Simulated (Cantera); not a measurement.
## Premixed flame

A freely propagating, adiabatic, planar premixed flame of CO : H2 : O2 : N2 = 1 : 0.095 : 0.582 : 2.19 (molar parts), equivalence ratio 0.94, unburnt at 348 K and 75000 Pa; multicomponent transport, grid criteria slope 0.08 and curve 0.16, no radiation.

Computed with Cantera and GRI-Mech 3.0 (53 species, 325 reactions). Burning velocities carry a grid error of a few per cent, more on coarse grids.

```tsv
z (mm)	T (K)	u (m/s)	x CO	x H2	x O2	x O	x H2O	x NO
-2.96	348	0.589	0.259	0.0246	0.151	<1e-8	<1e-8	<1e-8
-1.97	348	0.589	0.259	0.0245	0.151	<1e-8	3.32e-8	<1e-8
-1.48	348	0.588	0.259	0.0243	0.151	<1e-8	4.85e-7	<1e-8
-0.985	348	0.589	0.259	0.0237	0.151	<1e-8	6.21e-6	<1e-8
-0.493	365	0.616	0.259	0.0205	0.151	9.84e-8	0.000400	<1e-8
-0.246	587	0.981	0.248	0.0153	0.144	4.42e-5	0.00494	2.91e-7
0	1062	1.74	0.207	0.00756	0.118	0.00316	0.0148	2.42e-6
0.246	1390	2.22	0.153	0.00248	0.0833	0.0118	0.0187	8.73e-6
0.493	1578	2.48	0.116	0.00182	0.0635	0.0153	0.0168	1.76e-5
0.985	1763	2.72	0.0920	0.00193	0.0520	0.0136	0.0166	3.27e-5
1.97	1926	2.94	0.0803	0.00172	0.0468	0.00948	0.0194	5.29e-5
3.94	2063	3.12	0.0683	0.00137	0.0417	0.00614	0.0217	8.78e-5
7.88	2176	3.27	0.0563	0.00106	0.0364	0.00390	0.0232	0.000169
```
x: mole fraction of selected species; z is measured from the peak of heat release.

The laminar burning velocity comes out as 58.9 cm/s and the thermal thickness is 0.985 mm. The peak x(O) is 0.0154 and the grid points comes out as 134.
